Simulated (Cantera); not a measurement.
# Calcination and drying: Ca(OH)₂ + C + H₂O

Feed: 1 mol Ca(OH)₂, 0.38 mol C, 0.037 mol H₂O, equilibrated at 700 °C and 180000 Pa.

Method: chemical equilibrium by Gibbs-energy minimisation in Cantera with the NASA 1993 tables (ideal gas, pure condensed phases). Candidate condensed phases: C, C₆H₆, C₇H₈, C₈H₁₈, Ca, CaCO₃, CaO, Ca(OH)₂, H₂O; 115 gas species. Rates play no part.

```json
{
 "x(H₂)": "0.659",
 "x(H₂O)": "0.294",
 "x(CO)": "0.0240",
 "x(CO₂)": "0.0172",
 "x(CH₄)": "0.00605",
 "n(CaCO₃(calcite))": "0.329 mol",
 "n(CaO(s))": "0.671 mol",
 "gas_amount": "1.075 mol",
 "log10 activity of C(graphite) (absent)": "-1.22",
 "log10 activity of Ca(OH)₂(s) (absent)": "-1.46",
 "log10 activity of Ca(s) (absent)": "-17.83"
}
```
